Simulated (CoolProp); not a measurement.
Model: reference Helmholtz-energy equation of state, Lemmon 2006, in CoolProp. It is a short technical equation, of lower accuracy than the large ones.

Give the vapour pressure (MPa), liquid density (kg/m³), enthalpy of vaporisation (kJ/kg) of saturated nitrous oxide at -61.55 °C.


| T (°C) | p (MPa) | liquid density (kg/m³) | enthalpy of vaporisation (kJ/kg) |
|---|---|---|---|
| -61.55 | 0.402 | 1150 | 342 |
